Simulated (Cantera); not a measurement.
Charge: 1 mol AlCl3, 1.2 mol NH3, 370 mol H2, 21 mol N2O, equilibrated at 800 °C and 10.0 mbar.

Equilibrium computed with Cantera from the NASA thermochemical tables; the gas is ideal and each condensed phase is pure. Candidate condensed phases: Al, AlCl3, AlN, Al2O3, H2O, NH4Cl; 45 gas species. Kinetics and transport are ignored.

Base state: H2 0.888, N2 0.0547, H2O 0.0494, HCl 0.00760 (mole fractions); condensed: Al2O3(s).

**Question.** What changes in the equilibrium state with this change: temperature from 800 °C to 1425 °C?

**Answer.** 
```
species         before    after
-------------  -------  -------
H2               0.888    0.887
N2              0.0547   0.0547
H2O             0.0494   0.0493
H              1.32e-7  0.00136
HCl            0.00760  0.00758
Al2O3(s), mol    0.500    0.500
```
